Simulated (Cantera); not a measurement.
**Reactions in the system H-Nb-O**

Source: NASA polynomial tables (part measured, part estimated), evaluated in Cantera. Values are per mole of reaction as written; species without (g) are pure solids or liquids, kept so even where they would boil at 1 bar.

2 Nb2O5 + H2(g) → 4 NbO2 + 2 OH(g)

```tsv
T (K)	ΔH° (kJ)	ΔS° (J/K)	ΔG° (kJ)	log10 K	condensed phases
1123	718.7	197.9	496.5	-23.09	Nb2O5(s), NbO2(s)
1323	723.1	201.6	456.4	-18.02	Nb2O5(s), NbO2(s)
1523	723.7	202.1	416.0	-14.27	Nb2O5(s), NbO2(s)
1723	724.0	202.3	375.5	-11.38	Nb2O5(s), NbO2(s)
1923	499.3	76.7	351.8	-9.56	Nb2O5(l), NbO2(s)
2123	475.9	65.1	337.7	-8.31	Nb2O5(l), NbO2(s)
2323	827.4	226.8	300.4	-6.76	Nb2O5(l), NbO2(l)
2523	813.0	220.9	255.7	-5.29	Nb2O5(l), NbO2(l)
2723	798.7	215.5	212.0	-4.07	Nb2O5(l), NbO2(l)
2923	784.5	210.4	169.4	-3.03	Nb2O5(l), NbO2(l)
```
